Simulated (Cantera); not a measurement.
A Cantera script and what it prints.

```python
import numpy as np
import cantera as ct

gas_names = """
    CL CL2 H HCL H2 Si SiCL SiCL2 SiCL3 SiCL4 SiH SiHCL3 SiH2 SiH2CL2 SiH3 SiH3CL SiH4 Si2 Si3
""".split()
cond_names = """
    Si(cr) Si(L)
""".split()


def load(file, names, dense=False):
    # The tables refer to 1 bar. Condensed volumes are neglected.
    table = {s.name: s for s in ct.Species.list_from_file(file)}
    out = []
    for n in names:
        d = dict(table[n].input_data)
        d["thermo"] = dict(d["thermo"], **{"reference-pressure": 1e5})
        if dense:
            d["equation-of-state"] = {"model": "constant-volume", "density": "1e6 g/cm^3"}
        out.append(ct.Species.from_dict(d))
    return out


gas = ct.Solution(thermo="ideal-gas", species=load("nasa_gas.yaml", gas_names))
cond = {s.name: ct.Solution(thermo="fixed-stoichiometry", species=[s], name=s.name)
        for s in load("nasa_condensed.yaml", cond_names, dense=True)}
atoms = {
    'SiCl4': {'Si': 1, 'CL': 4},
    'H2': {'H': 2},
}
top_T = {}  # K; cautious upper limits of use, not melting points


def equilibrate(T, P, feed):
    n = {}
    for name, mol in feed.items():
        for a, k in atoms[name].items():
            n[a] = n.get(a, 0.0) + k * mol
    gas.TPX = T, P, n
    mass = sum(n.values()) * gas.mean_molecular_weight
    gas.equilibrate("TP")
    valid = [c for c in cond.values() if c.min_temp <= T <= top_T.get(c.name, c.max_temp)]
    mix = ct.Mixture([(gas, mass / gas.mean_molecular_weight)] + [(c, 0.0) for c in valid])
    mix.T, mix.P = T, P
    mix.equilibrate("TP", solver="vcs", rtol=1e-11, max_steps=5000)
    return mix


results = []
feed = {'SiCl4': 1, 'H2': 2.2}  # mol
P = 410000  # Pa
for T in [700, 725, 750, 775, 800, 825, 850, 875, 900, 925, 950, 975, 1000, 1025]:
    mix = equilibrate(T, P, feed)
    results.append((T, P, feed, dict(zip(mix.species_names, mix.species_moles))))

top = {s: max(r[3][s] / sum(r[3][g] for g in gas_names) for r in results) for s in gas_names}
cols = sorted((s for s in top if top[s] > 1e-06), key=lambda s: -top[s])[:8]
seen = [c for c in cond_names if any(r[3].get(c, 0) > 1e-12 for r in results)]
print("log10 of partial pressures in bar; condensed amounts in mol")
print(f"{'T/K':>10s}" + "".join(f"{s[:9]:>10s}" for s in cols + seen))
for T, P, feed, n in results:
    ng = sum(n[g] for g in gas_names)
    print(f"{T:10.4g}" + "".join(f"{np.log10(max(n[s] / ng * P / 1e5, 1e-99)):10.3f}" for s in cols)
          + "".join(f"{n.get(c, 0):10.4g}" for c in seen))
```

It prints:

```
log10 of partial pressures in bar; condensed amounts in mol
       T/K        H2     SiCL4       HCL    SiHCL3   SiH2CL2     SiCL3     SiCL2    SiH3CL
       700     0.446     0.098    -1.572    -1.573    -4.427    -5.958    -9.496    -7.949
       725     0.445     0.096    -1.484    -1.485    -4.225    -5.593    -8.895    -7.624
       750     0.444     0.094    -1.402    -1.404    -4.037    -5.253    -8.335    -7.321
       775     0.443     0.091    -1.326    -1.329    -3.862    -4.936    -7.811    -7.039
       800     0.441     0.088    -1.255    -1.259    -3.698    -4.639    -7.321    -6.775
       825     0.440     0.085    -1.189    -1.193    -3.546    -4.360    -6.861    -6.528
       850     0.438     0.082    -1.127    -1.133    -3.403    -4.099    -6.428    -6.297
       875     0.437     0.078    -1.069    -1.076    -3.268    -3.853    -6.022    -6.079
       900     0.435     0.074    -1.015    -1.023    -3.142    -3.621    -5.638    -5.875
       925     0.433     0.069    -0.964    -0.973    -3.024    -3.403    -5.276    -5.682
       950     0.431     0.065    -0.916    -0.927    -2.913    -3.196    -4.934    -5.500
       975     0.429     0.060    -0.870    -0.884    -2.808    -3.001    -4.610    -5.329
      1000     0.427     0.055    -0.827    -0.844    -2.709    -2.816    -4.303    -5.167
      1025     0.424     0.049    -0.786    -0.806    -2.616    -2.642    -4.013    -5.015
```

Method: chemical equilibrium by Gibbs-energy minimisation in Cantera with the NASA 1993 tables (ideal gas, pure condensed phases). The tables' values for SiCl3 are old estimates; treat these amounts as uncertain.
